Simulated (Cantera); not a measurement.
## Adiabatic ignition

An adiabatic, constant-pressure homogeneous reactor starts with CH4 : C2H6 : O2 : N2 = 1 : 0.12 : 2.42 : 23 (molar parts), at 1225 K and 3750 Torr.

Computed with Cantera and GRI-Mech 3.0 (53 species, 325 reactions).

```
t (s)     T (K)   x CH4   x C2H6     x O2    x H2O2     x H2O       x O
--------  -----  ------  -------  -------  --------  --------  --------
2.00e-6    1225  0.0377  0.00452   0.0912  4.09e-12  2.13e-10  1.53e-11
5.55e-6    1225  0.0377  0.00452   0.0912  3.41e-11   1.68e-9  4.10e-11
1.54e-5    1225  0.0377  0.00452   0.0912  3.22e-10   1.32e-8  1.14e-10
4.28e-5    1225  0.0377  0.00452   0.0912   3.48e-9   1.07e-7  3.20e-10
0.000119   1225  0.0377  0.00452   0.0912   3.78e-8   1.02e-6   1.04e-9
0.000330   1225  0.0377  0.00451   0.0912   3.63e-7   1.57e-5   5.66e-9
0.000917   1227  0.0373  0.00434   0.0908   2.95e-6  0.000387   4.49e-8
0.00255    2136  <1e-12   <1e-12  0.00330   7.56e-8    0.0853  0.000176
0.00707    2170  <1e-12   <1e-12  0.00151   2.39e-8    0.0871   3.94e-5
0.0196     2170  <1e-12   <1e-12  0.00147   2.33e-8    0.0871   3.85e-5
0.0545     2169  <1e-12   <1e-12  0.00141   2.28e-8    0.0871   3.75e-5
0.151      2168  <1e-12   <1e-12  0.00131   2.19e-8    0.0871   3.58e-5
0.420      2167  <1e-12   <1e-12  0.00122   2.11e-8    0.0871   3.44e-5
1.17       2167  <1e-12   <1e-12  0.00121   2.10e-8    0.0871   3.42e-5
3.24       2167  <1e-12   <1e-12  0.00121   2.10e-8    0.0871   3.42e-5
9.00       2167  <1e-12   <1e-12  0.00121   2.10e-8    0.0871   3.42e-5
```
x: mole fraction; the columns are a selection and need not sum to one.

| Quantity | Value |
|---|---|
| time of steepest temperature rise | 2.24 ms |
| temperature at 9.00 s | 2167 K |
| equilibrium temperature | 2167 K |
| x(CH4) at 9.00 s | <1e-12 (gas-phase equilibrium <1e-12) |
| x(C2H6) at 9.00 s | <1e-12 (gas-phase equilibrium <1e-12) |
| x(O2) at 9.00 s | 0.00121 (gas-phase equilibrium 0.00121) |
